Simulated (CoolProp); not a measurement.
Saturation properties of CH3F (R41) (Tc = 317.3 K, pc = 59.06 bar, ω = 0.200).

Model: reference Helmholtz-energy equation of state, Lemmon 2006, in CoolProp. It is a short technical equation, of lower accuracy than the large ones.

```tsv
T (K)	p (bar)	liquid density (kg/m³)	liquid cp (kJ/(kg K))
217	3.001	832.8	2.124
221	3.558	823.5	2.139
224.9	4.174	814.4	2.155
228.8	4.869	805.0	2.173
232.7	5.648	795.4	2.193
236.7	6.541	785.4	2.216
240.6	7.512	775.4	2.241
244.5	8.587	765.1	2.270
248.5	9.805	754.2	2.302
252.4	11.11	743.3	2.338
256.3	12.55	732.1	2.378
260.3	14.16	720.2	2.425
264.2	15.88	708.2	2.478
```

It boils at 194.8 K under 1 atm.
